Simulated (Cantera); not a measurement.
A perfectly stirred reactor is fed with C2H6 : N2 = 1 : 77 (molar parts), at 0.0230 bar; it is held at 1200 K, and followed from long to short residence time.

Computed with Cantera and GRI-Mech 3.0 (53 species, 325 reactions). GRI-Mech 3.0 stops at C3 and has no aromatics, soot or wall deposition, so with more carbon than oxygen in the feed, carbon stays in small species such as C2H2 where larger ones or solid carbon would form. Radical loss at walls, strong at low pressure, is not modelled.

One state of this run: x C2H6 = 0.00137; x CH4 = 0.00213; x CH2 = 5.08e-9; x H2 = 0.0142; x H = 6.27e-6; x C2H2 = 0.00512. x: mole fraction; the columns are a selection and need not sum to one.

Question: Which value of τ (s) does it belong to?
(A) 1.6
(B) 0.016
(C) 3.9
(D) 0.63

Answer: A, 1.6
